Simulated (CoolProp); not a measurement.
Vapour-liquid equilibrium of R22 (1) + acetone (2) at 308.9 K; x and y are mole fractions of (1).

The numbers come from the multi-fluid Helmholtz-energy mixture model, Kamei 1995 and Lemmon 2006; pair parameters Bell 2016 in CoolProp.

| x | bubble pressure, mixture model (bar) | bubble pressure, Raoult's law (bar) | y, mixture model | y, Raoult's law |
|---|---|---|---|---|
| 0.05 | 1.031 | 1.146 | (withheld) | 0.603 |
| 0.2 | 2.154 | 3.145 | 0.800 | 0.878 |
| 0.35 | 3.226 | 5.144 | (withheld) | 0.939 |
| 0.5 | 4.717 | 7.143 | (withheld) | 0.966 |
| 0.65 | 6.899 | 9.141 | 0.972 | 0.982 |
| 0.8 | 9.787 | 11.14 | 0.990 | 0.991 |
| 0.95 | (withheld) | 13.14 | 0.998 | 0.998 |

### Question
Some entries are withheld; supply them.

### Answer

- 0.05, y, mixture model: 0.545
- 0.35, y, mixture model: 0.883
- 0.5, y, mixture model: 0.937
- 0.95, bubble pressure, mixture model (bar): 12.87

The largest gap from Raoult's law is -37.3 % in bubble pressure, at x = 0.35. No azeotrope shows between x = 0.05 and 0.95.

The pair parameters rest on a limited set of measurements; away from them the model extrapolates.
